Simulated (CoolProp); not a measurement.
Computed with CoolProp (reference Helmholtz-energy equation of state, Gao 2016).

Problem. For sulfur dioxide, give the phase and the speed of sound (m/s) at -36.45 °C and 0.101 MPa; 83.65 °C and 0.101 MPa; 251.85 °C and 0.101 MPa.

Solution. 
- -36.45 °C and 0.101 MPa: liquid; speed of sound 1140
- 83.65 °C and 0.101 MPa: gas; speed of sound 239
- 251.85 °C and 0.101 MPa: gas; speed of sound 287
